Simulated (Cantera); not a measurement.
Input: 1 mol SiHCl3, 38 mol N2, a varied amount of NH3, at 1948.15 K and 0.133 bar.

Equilibrium computed with Cantera from the NASA thermochemical tables; the gas is ideal and each condensed phase is pure. Candidate condensed phases: NH4Cl, Si, Si3N4; 28 gas species. The tables' values for SiCl, SiN are old estimates; treat these amounts as uncertain. Gases not in the tables: Si2H6 and higher silanes. Equilibrium is a limit: real reactors are often held back by kinetics, nucleation or transport.

### Question
At 43 mol NH3, list the 4 most abundant gas species with their mole fractions, and the condensed phases.

### Answer
H2 0.504, N2 0.472, HCl 0.0197, H 0.00220. Condensed: Si(l).
